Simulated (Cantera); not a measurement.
Cantera with NASA thermochemical tables; ideal gases at 1 bar, condensed phases pure. Values are per mole of reaction as written; species without (g) are pure solids or liquids, kept so even where they would boil at 1 bar.

6 H(g) + C6H6(g) + 6 CuF2(g) → 6 Cu + 6 CH2F2(g)

| T (K) | ΔH° (kJ) | ΔS° (J/K) | ΔG° (kJ) | log10 K | condensed phases |
|---|---|---|---|---|---|
| 300 | -2505.7 | -881.6 | -2241.2 | 390.22 | Cu(s) |
| 1975 | -2423.7 | -870.8 | -703.9 | 18.62 | Cu(l) |
| 2025 | [?] | [?] | [?] | [?] | Cu(l) |
| 2075 | [?] | [?] | [?] | [?] | Cu(l) |
| 2125 | [?] | [?] | [?] | [?] | Cu(l) |
| 2175 | -2411.9 | -865.1 | -530.3 | 12.74 | Cu(l) |
| 2225 | [?] | [?] | [?] | [?] | Cu(l) |
| 2275 | -2405.9 | -862.4 | -444.0 | 10.19 | Cu(l) |
| 2325 | -2402.9 | -861.1 | -400.9 | 9.01 | Cu(l) |

**Question.** Complete the blanks.

**Answer.** 
- 2025, ΔH° (kJ): -2420.8
- 2025, ΔS° (J/K): -869.3
- 2025, ΔG° (kJ): -660.4
- 2025, log10 K: 17.04
- 2075, ΔH° (kJ): -2417.8
- 2075, ΔS° (J/K): -867.9
- 2075, ΔG° (kJ): -617.0
- 2075, log10 K: 15.53
- 2125, ΔH° (kJ): -2414.9
- 2125, ΔS° (J/K): -866.5
- 2125, ΔG° (kJ): -573.6
- 2125, log10 K: 14.10
- 2225, ΔH° (kJ): -2408.9
- 2225, ΔS° (J/K): -863.7
- 2225, ΔG° (kJ): -487.1
- 2225, log10 K: 11.44
